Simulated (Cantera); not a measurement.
Charge: 1 mol CH2F2, 0.54 mol HCl, 7.7 mol H2, held at 2498.15 K and 0.200 bar.

Cantera equilibrium calculation (NASA polynomials, part measured and part estimated; ideal gas, pure solids and liquids). Candidate condensed phases: C, C6H6, C7H8, C8H18; 118 gas species. Kinetics and transport are ignored.

Base state: H2 0.704, HF 0.190, HCl 0.0491, H 0.0468, C2H2 (acetylene) 0.00755, Cl 0.00231, C2H 3.59e-5, C4H2 3.35e-5 (mole fractions); condensed: C(graphite).

Q: What changes in the equilibrium state with this change: H2 from 7.7 to 0.88 mol?

A: 
```json
[
 {"species": "HF", "before": "0.190", "after": "0.573"},
 {"species": "H2", "before": "0.704", "after": "0.242"},
 {"species": "HCl", "before": "0.0491", "after": "0.143"},
 {"species": "Cl", "before": "0.00231", "after": "0.0115"},
 {"species": "H", "before": "0.0468", "after": "0.0274"},
 {"species": "CH4", "before": "1.49e-5", "after": "1.76e-6"},
 {"species": "F", "before": "2.63e-5", "after": "0.000135"},
 {"species": "CH3", "before": "1.78e-5", "after": "3.59e-6"},
 {"species": "C2HCl", "before": "6.03e-6", "after": "1.76e-5"},
 {"species": "C4H2", "before": "3.35e-5", "after": "1.15e-5"},
 {"species": "C(graphite), mol", "before": "0.838", "after": "0.981"}
]
```

Q: What changes in the equilibrium state with this change: temperature from 2498.15 K to 3073 K?

A: 
| species | before | after |
|---|---|---|
| H2 | 0.704 | 0.456 |
| H | 0.0468 | 0.297 |
| HF | 0.190 | 0.163 |
| Cl | 0.00231 | 0.0135 |
| C2H2 (acetylene) | 0.00755 | 0.0304 |
| HCl | 0.0491 | 0.0307 |
| C5 | 7.13e-9 | 5.36e-5 |
| C4 | 1.49e-9 | 1.05e-5 |
| C2 | 2.22e-7 | 0.000299 |
| C(graphite), mol | 0.838 | 0 |

Q: What changes in the equilibrium state with this change: temperature from 2498.15 K to 1900 K?

A: 
```tsv
species	before	after
H2	0.704	0.750
HF	0.190	0.195
HCl	0.0491	0.0526
H	0.0468	0.00154
C2H2 (acetylene)	0.00755	0.000286
C2H	3.59e-5	7.68e-9
C4H2	3.35e-5	4.36e-8
F	2.63e-5	1.07e-7
Cl	0.00231	8.13e-5
C(graphite), mol	0.838	0.993
```
